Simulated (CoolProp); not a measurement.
Aqueous magnesium chloride as a coolant, 30 % by mass, freezing at -100.0 °C, 1 atm.

Computed with CoolProp (Melinder's fits for secondary coolants).

```tsv
T (°C)	viscosity (mPa s)	conductivity (W/(m K))	cp (kJ/(kg K))	density (kg/m³)
-21.7	711000	0.345	…	1359
-15.8	325000	0.368	…	1352
-9.8	152000	0.390	2.651	…
-3.8	73700	0.410	2.637	1335
2.2	…	0.430	…	1326
8.1	21000	0.449	2.601	1318
14.1	12400	0.468	2.577	1310
20.1	8040	0.485	…	1302
26	5770	0.503	2.511	1295
32	4580	0.520	2.468	…
38	4100	…	2.415	1286
```

Question: Complete the blanks.

Answer: 
- -21.7, cp (kJ/(kg K)): 2.676
- -15.8, cp (kJ/(kg K)): 2.664
- -9.8, density (kg/m³): 1344
- 2.2, viscosity (mPa s): 37900
- 2.2, cp (kJ/(kg K)): 2.621
- 20.1, cp (kJ/(kg K)): 2.547
- 32, density (kg/m³): 1290
- 38, conductivity (W/(m K)): 0.536
